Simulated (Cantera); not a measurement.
Equilibrium for silicon nitride deposition: trisilylamine + N₂

A closed system holds: 1 mol trisilylamine, 0.26 mol N₂, at 1.00 Torr.

Cantera equilibrium calculation (NASA polynomials, part measured and part estimated; ideal gas, pure solids and liquids). Candidate condensed phases: Si, Si₃N₄; 18 gas species. The feed counts by its element totals alone. Mutual solubility and eutectic melting of coexisting phases are not modelled. The tables' values for SiN are old estimates; treat these amounts as uncertain. Gases not in the tables: Si₂H₆ and higher silanes. Kinetics and transport are ignored.

```tsv
T (K)	log p H₂	log p N₂	log p H	log p Si	n Si(s)	n Si₃N₄(s)	n Si(l)
1423	-2.88	-5.02	-6.62	-8.82	1.91	0.364	0
1523	-2.90	-4.13	-6.09	-7.74	2.26	0.248	0
1623	-2.94	-3.72	-5.63	-6.81	3.00	0	0
1723	-2.95	-3.72	-5.21	-6.01	0	0	3.00
1823	-2.95	-3.72	-4.84	-5.35	0	0	2.98
1923	-2.96	-3.73	-4.51	-4.77	0	0	2.93
2023	-2.99	-3.75	-4.21	-4.24	0	0	2.74
```
log p: log10 of the partial pressure in bar; n: condensed amount in mol.

From 1423 K to 1523 K the condensed part is Si(s) + Si₃N₄(s). At 1623 K the condensed part is Si(s). From 1723 K to 2023 K the condensed part is Si(l). The main Si-bearing gas is Si throughout.
